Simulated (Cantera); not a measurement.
Source: NASA polynomial tables (part measured, part estimated), evaluated in Cantera. Values are per mole of reaction as written; species without (g) are pure solids or liquids, kept so even where they would boil at 1 bar.

1.333 B + O2(g) → 0.6667 B2O3(g), with ΔH° = -557.3 kJ and ΔS° = -23.7 J/K at 300 K.

Q: How far is the shortcut ΔG° ≈ ΔH°(300 K) − T·ΔS°(300 K) from the full temperature-dependent value at 825, 975, 1125, 1275, 1425, 1575, 1725 K?

A: 
```
T (K)  shortcut (kJ)  full (kJ)  difference (kJ)  difference in log10 K
-----  -------------  ---------  ---------------  ---------------------
825           -537.7     -537.2             -0.5                   0.03
975           -534.2     -533.3             -0.9                   0.05
1125          -530.6     -529.3             -1.4                   0.06
1275          -527.1     -525.1             -1.9                   0.08
1425          -523.5     -520.9             -2.6                   0.10
1575          -519.9     -516.6             -3.4                   0.11
1725          -516.4     -512.2             -4.2                   0.13
```
The shortcut ignores the heat-capacity change of the reaction.
